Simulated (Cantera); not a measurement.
## Thermodynamics of chemical vapour transport, feed AlN + Cl2 + H2

Charge: 1 mol AlN, 0.4 mol Cl2, 0.44 mol H2, equilibrated at 0.350 bar.

Method: chemical equilibrium by Gibbs-energy minimisation in Cantera with the NASA 1993 tables (ideal gas, pure condensed phases). Candidate condensed phases: Al, AlCl3, AlN, NH4Cl; 20 gas species. The tables' values for AlCl2 are old estimates; treat these amounts as uncertain. Equilibrium is a limit: real reactors are often held back by kinetics, nucleation or transport.

From 1323 K to 1623 K the condensed part is AlN(s). The main Al-bearing gas is AlCl3 throughout.

```csv
T (K),log p H2,log p AlCl3,log p N2,log p HCl,log p AlCl2,n AlN(s)
1323,-0.79,-1.02,-1.32,-1.36,-3.67,0.768
1373,-0.79,-1.02,-1.32,-1.36,-3.37,0.768
1423,-0.79,-1.02,-1.31,-1.37,-3.09,0.767
1473,-0.79,-1.02,-1.31,-1.37,-2.84,0.766
1523,-0.79,-1.02,-1.31,-1.38,-2.60,0.764
1573,-0.79,-1.03,-1.31,-1.39,-2.38,0.761
1623,-0.80,-1.04,-1.30,-1.40,-2.18,0.757
```
log p: log10 of the partial pressure in bar; n: condensed amount in mol.
